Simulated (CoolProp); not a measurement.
Values from CoolProp's reference Helmholtz-energy equation of state, Schmidt 1985.

Task: For oxygen, give the phase and the speed of sound (m/s), isothermal compressibility (1/MPa), expansivity (1/kK), viscosity (µPa s) at -106.85 °C and 303 bar; -106.85 °C and 353 bar; -106.85 °C and 505 bar.

Result: 
- -106.85 °C and 303 bar: supercritical; speed of sound 617, isothermal compressibility 0.00630, expansivity 5.38, viscosity 72.7
- -106.85 °C and 353 bar: supercritical; speed of sound 656, isothermal compressibility 0.00520, expansivity 4.78, viscosity 78.2
- -106.85 °C and 505 bar: supercritical; speed of sound 752, isothermal compressibility 0.00341, expansivity 3.70, viscosity 93.5

Viscosity comes from a separate model (Lemmon 2004).
